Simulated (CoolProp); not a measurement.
Vapour pressure (bar) of oxygen: the reference equation beside estimates from Tc = 154.6 K, pc = 50.46 bar, ω = 0.022.

The numbers come from the reference Helmholtz-energy equation of state, Schmidt 1985 in CoolProp.

| T (K) | reference | Lee-Kesler | van der Waals | Soave-Redlich-Kwong |
|---|---|---|---|---|
| 96.5 | 1.872 | 1.861 | 5.487 | 1.847 |
| 102.8 | 3.192 | 3.184 | 7.743 | 3.173 |
| 109.1 | 5.104 | 5.104 | 10.54 | 5.105 |
| 115.5 | 7.797 | 7.804 | 13.99 | 7.838 |
| 121.8 | 11.33 | 11.34 | 18.02 | 11.43 |
| 128.1 | 15.89 | 15.89 | 22.71 | 16.08 |
| 134.4 | 21.64 | 21.61 | 28.11 | 21.92 |
| 140.8 | 28.87 | 28.82 | 34.34 | 29.23 |
| 147.1 | 37.57 | 37.54 | 41.24 | 37.94 |

Absolute difference from the reference over all 9 rows, mean and median: Lee-Kesler 0.2 and 0.1 %, van der Waals 75.8 and 59.0 %, Soave-Redlich-Kwong 0.9 and 1.0 %.
